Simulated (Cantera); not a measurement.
Input (Python, Cantera) and output of one run.

```python
import numpy as np
import cantera as ct

gas_names = [...]  # 140 gases of nasa_gas.yaml made of C, Fe, H, N, O
cond_names = """
    C(gr) C6H6(L) C7H8(L) C8H18(L),n-octa Fe(a) Fe(c) Fe(d) Fe(L) FeC5O5(L) FeO(s) FeO(L) Fe(OH)2(s)
    Fe(OH)3(s) Fe2O3(s) Fe3O4(s) H2O(s) H2O(L)
""".split()


# ... load() reads the species with a 1 bar reference pressure and builds the phases ...
atoms = {
    'Fe': {'Fe': 1},
    'CO2': {'C': 1, 'O': 2},
    'CO': {'C': 1, 'O': 1},
    'NH3': {'N': 1, 'H': 3},
}
top_T = {'C(gr)': 4500, 'Fe2O3(s)': 1830, 'Fe3O4(s)': 1870}  # K; cautious upper limits of use, not melting points


# ... equilibrate(T, P, feed) seeds the gas with the atoms and calls Mixture.equilibrate('TP', solver="vcs", rtol=1e-11, max_steps=5000) ...
results = []
feed = {'Fe': 1, 'CO2': 8.7, 'CO': 83, 'NH3': 3.9}  # mol
P = 101325  # Pa
for T in [1048, 1098, 1148, 1198, 1248, 1298, 1348, 1398, 1448, 1498, 1548]:
    mix = equilibrate(T, P, feed)
    results.append((T, P, feed, dict(zip(mix.species_names, mix.species_moles))))

top = {s: max(r[3][s] / sum(r[3][g] for g in gas_names) for r in results) for s in gas_names}
cols = sorted((s for s in top if top[s] > 1e-06), key=lambda s: -top[s])[:5]
seen = [c for c in cond_names if any(r[3].get(c, 0) > 1e-12 for r in results)]
print("log10 of partial pressures in bar; condensed amounts in mol")
print(f"{'T/K':>10s}" + "".join(f"{s[:9]:>10s}" for s in cols + seen))
for T, P, feed, n in results:
    ng = sum(n[g] for g in gas_names)
    print(f"{T:10.4g}" + "".join(f"{np.log10(max(n[s] / ng * P / 1e5, 1e-99)):10.3f}" for s in cols)
          + "".join(f"{n.get(c, 0):10.4g}" for c in seen))
```

Result:

```
log10 of partial pressures in bar; condensed amounts in mol
       T/K        CO       CO2        H2        N2       H2O     C(gr)     Fe(a)     Fe(c)
      1048    -0.102    -0.858    -1.265    -1.680    -2.095     4.978         1         0
      1098    -0.070    -1.079    -1.267    -1.702    -2.273         0         1         0
      1148    -0.070    -1.084    -1.272    -1.702    -2.214         0         1         0
      1198    -0.070    -1.088    -1.279    -1.702    -2.161         0         0         1
      1248    -0.069    -1.092    -1.285    -1.702    -2.115         0         0         1
      1298    -0.069    -1.096    -1.291    -1.702    -2.074         0         0         1
      1348    -0.068    -1.100    -1.298    -1.702    -2.038         0         0         1
      1398    -0.068    -1.104    -1.304    -1.702    -2.005         0         0         1
      1448    -0.068    -1.108    -1.310    -1.702    -1.975         0         0         1
      1498    -0.067    -1.112    -1.316    -1.702    -1.949         0         0         1
      1548    -0.067    -1.115    -1.322    -1.702    -1.925         0         0    0.9999
```

Equilibrium computed with Cantera from the NASA thermochemical tables; the gas is ideal and each condensed phase is pure. Condensed phases not in the tables: cementite and carbon dissolved in iron.
